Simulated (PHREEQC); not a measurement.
A solution holds 0.0023 mol/kgw CdSO4 and 5.6e-05 mol/kgw KCl, at 25 °C. It is in equilibrium with CO2 at log p = -2 (atm). Otherwise closed; pH follows from the charge balance.

Equilibrium calculation in PHREEQC: ion-association model, phreeqc.dat.

No solid was allowed to form.

Problem. What pH does the model give?

Solution. pH 4.92.

Problem. In which forms is C present?

Solution. CO2 96 %, HCO3- 3.9 % of the C.
